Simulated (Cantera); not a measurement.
A closed system holds: 1 mol Al(CH3)3, 43 mol N2O, 48 mol H2, equilibrated at 1700 °C and 0.490 bar.

These are equilibrium values from Cantera (NASA tables, ideal gas, pure condensed phases), not measurements of a reactor. Candidate condensed phases: Al, AlN, Al2O3, C, C6H6, C7H8, C8H18, H2O; 148 gas species. The feed counts by its element totals alone. Gases not in the tables: Al(OH)3. Rates play no part.

Base state: N2 0.436, H2O 0.380, H2 0.153, CO 0.0196, CO2 0.0109, H 0.000754, OH 0.000178 (mole fractions); condensed: Al2O3(s).

Task: What changes in the equilibrium state with this change: pressure from 0.490 bar to 0.0170 bar?

Result: 
```json
[
 {"species": "N2", "before": "0.436", "after": "0.435"},
 {"species": "H2O", "before": "0.380", "after": "0.378"},
 {"species": "H2", "before": "0.153", "after": "0.151"},
 {"species": "H", "before": "0.000754", "after": "0.00403"},
 {"species": "CO", "before": "0.0196", "after": "0.0195"},
 {"species": "CO2", "before": "0.0109", "after": "0.0109"},
 {"species": "O2", "before": "6.96e-7", "after": "2.03e-5"},
 {"species": "O", "before": "6.47e-7", "after": "1.87e-5"},
 {"species": "NO", "before": "9.63e-6", "after": "5.19e-5"},
 {"species": "OH", "before": "0.000178", "after": "0.000956"},
 {"species": "Al2O3(s), mol", "before": "0.500", "after": "0.500"}
]
```

Task: What changes in the equilibrium state with this change: H2 from 48 to 21 mol?

Result: 
| species | before | after |
|---|---|---|
| N2 | 0.436 | 0.560 |
| H2O | 0.380 | 0.331 |
| O2 | 6.96e-7 | 0.0632 |
| H2 | 0.153 | 0.000442 |
| CO | 0.0196 | 0.000233 |
| CO2 | 0.0109 | 0.0389 |
| NO | 9.63e-6 | 0.00329 |
| O | 6.47e-7 | 0.000195 |
| H | 0.000754 | 4.06e-5 |
| OH | 0.000178 | 0.00289 |
| Al2O3(s), mol | 0.500 | 0.500 |
